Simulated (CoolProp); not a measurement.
n-perfluorohexane along the isobar 0.101 MPa: density (kg/m³) from the reference equation and from simpler models built on Tc = 174.9 °C, pc = 1.742 MPa, ω = 0.497; each cubic takes its own stable root.

The numbers come from the reference Helmholtz-energy equation of state, Gao 2022 in CoolProp.

```json
[
 {"T (°C)": "26.65", "phase": "liquid", "reference": "1671"},
 {"T (°C)": "48.05", "phase": "liquid", "reference": "1607"},
 {"T (°C)": "69.55", "phase": "gas", "reference": "12.67"},
 {"T (°C)": "91.05", "phase": "gas", "reference": "11.79"},
 {"T (°C)": "112.45", "phase": "gas", "reference": "11.04"},
 {"T (°C)": "133.95", "phase": "gas", "reference": "10.39"},
 {"T (°C)": "155.35", "phase": "gas", "reference": "9.821"},
 {"T (°C)": "176.85", "phase": "gas", "reference": "9.314"}
]
```

### Question
How far does each simpler model (van der Waals, Redlich-Kwong, Soave-Redlich-Kwong, Peng-Robinson) lie from the reference over these 8 states: mean and median of the absolute difference, and the worst?

### Answer
- van der Waals: mean 25.6 %, median 1.3 %, worst -99.2 % at 48.05 °C and 0.101 MPa
- Redlich-Kwong: mean 25.1 %, median 0.6 %, worst -99.2 % at 48.05 °C and 0.101 MPa
- Soave-Redlich-Kwong: mean 3.4 %, median 0.1 %, worst -13.5 % at 48.05 °C and 0.101 MPa
- Peng-Robinson: mean 0.6 %, median 0.2 %, worst -2.2 % at 48.05 °C and 0.101 MPa

At some of these states van der Waals, Redlich-Kwong gives the other phase, because its saturation line lies elsewhere.
